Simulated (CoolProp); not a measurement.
Aqueous propylene glycol as a coolant, at 18 °C, 1 atm.

The numbers come from the Melinder's fits for secondary coolants in CoolProp.

```
mass %  freezing point (°C)  density (kg/m³)  cp (kJ/(kg K))  viscosity (mPa s)  Prandtl number
------  -------------------  ---------------  --------------  -----------------  --------------
1.4                    -0.3            999.9           4.170               1.12            7.93
5.4                    -1.3             1003           4.122               1.29            9.42
9.4                    -2.6             1006           4.080               1.48            11.1
13.4                   -4.2             1010           4.040               1.71            13.2
17.4                   -5.9             1013           4.000               1.97            15.7
21.3                   -7.8             1017           3.958               2.28            18.6
25.3                  -10.0             1020           3.912               2.65            22.3
29.3                  -12.3             1024           3.861               3.11            26.9
33.3                  -15.0             1028           3.805               3.65            32.5
37.3                  -18.2             1031           3.744               4.29            39.1
41.3                  -21.8             1034           3.678               5.03            47.0
45.2                  -26.0             1037           3.610               5.85            56.0
```
